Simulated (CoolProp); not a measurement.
A simple Rankine cycle with n-heptane: condensing at 294.15 K, boiler at 0.0281 MPa, turbine inlet 348.2 K, turbine efficiency 0.6, pump efficiency 0.7, no recuperator. Each further row changes one setting.

Computed with CoolProp (reference Helmholtz-energy equation of state, Span 2003). It is a short technical equation, of lower accuracy than the large ones.

| case | thermal efficiency (%) | net work (kJ/kg) | heat in (kJ/kg) | turbine exit temperature (K) | volume ratio over the turbine |
|---|---|---|---|---|---|
| as stated | 6.2 | 28.5 | 461 | 331.8 | 5.46 |
| turbine inlet 368.2 K | 6.1 | 30.3 | 499 | 351.7 | 5.46 |
| condensing temperature 286.15 K | 7.4 | 35.2 | 478 | 327.9 | 8.28 |
| boiler pressure 0.0197 MPa | 5.0 | 22.9 | 461 | 335.2 | 3.85 |
| turbine efficiency 0.5 | 5.2 | 23.8 | 461 | 334.4 | 5.51 |
